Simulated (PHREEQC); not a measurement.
Solution (60 °C): 0.12 mol/kgw CuCl2, 0.26 mol/kgw HCl and 5.3e-05 mol/kgw NaCl. Closed to the air; pH follows from the charge balance.

Model: ion-association model, phreeqc.dat, run in PHREEQC.

No solid was allowed to form.

What pH, activity of water does the model give?

pH 0.71; activity of water 0.986.

In which forms is Cu present?

CuCl+ 52 %, Cu+2 42 %, CuCl2 6.0 % of the Cu.

Away from 25 °C the constants follow the database's enthalpies or fits; those with neither stay at their 25 °C values.
